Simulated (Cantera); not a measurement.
Charge: 1 mol Nb2O5, 34 mol H2, held at 17.0 mbar.

These are equilibrium values from Cantera (NASA tables, ideal gas, pure condensed phases), not measurements of a reactor. Candidate condensed phases: H2O, Nb, NbO, NbO2, Nb2O5; 12 gas species. Condensed phases not in the tables: the oxides between NbO2 and Nb2O5. Kinetics and transport are ignored.

log p: log10 of the partial pressure in bar; n: condensed amount in mol.

```
T (K)  log p H2  log p H2O     log p H  log p NbO2    log p OH   log p NbO     log p O  n NbO2(s)
-----  --------  ---------  ----------  ----------  ----------  ----------  ----------  ---------
1473      -1.78      -3.30       -5.79      -10.57       -8.89      -13.76      -12.96       2.00
1523      -1.78      -3.30       -5.53       -9.92       -8.56      -12.93      -12.37       2.00
1573      -1.78      -3.30       -5.28       -9.31       -8.24      -12.16      -11.82       2.00
1623      -1.78      -3.30  (withheld)  (withheld)  (withheld)  (withheld)  (withheld)       2.00
1673      -1.78      -3.30       -4.83       -8.20       -7.67      -10.77      -10.82       2.00
1723      -1.78      -3.30       -4.63       -7.69       -7.41      -10.13      -10.36       2.00
1773      -1.78      -3.30       -4.44       -7.22       -7.16       -9.53       -9.93       2.00
1823      -1.78      -3.30       -4.26       -6.77       -6.93       -8.97       -9.52       2.00
1873      -1.78      -3.30       -4.08       -6.35       -6.71       -8.43       -9.13       2.00
1923      -1.79      -3.30       -3.92       -5.95       -6.50       -7.93       -8.76       2.00
1973      -1.79      -3.30       -3.76       -5.57       -6.30       -7.45       -8.41       1.99
2023      -1.79      -3.30       -3.62       -5.21       -6.11       -7.00       -8.08       1.99
2073      -1.79      -3.31  (withheld)  (withheld)  (withheld)  (withheld)  (withheld)       1.97
2123      -1.80      -3.31       -3.34       -4.55       -5.76       -6.16       -7.46       1.94
```

Task: Fill in the missing entries.

Result: 
- 2073, log p H: -3.48
- 2073, log p NbO2: -4.87
- 2073, log p OH: -5.93
- 2073, log p NbO: -6.57
- 2073, log p O: -7.76
- 1623, log p H: -5.05
- 1623, log p NbO2: -8.73
- 1623, log p OH: -7.95
- 1623, log p NbO: -11.44
- 1623, log p O: -11.30
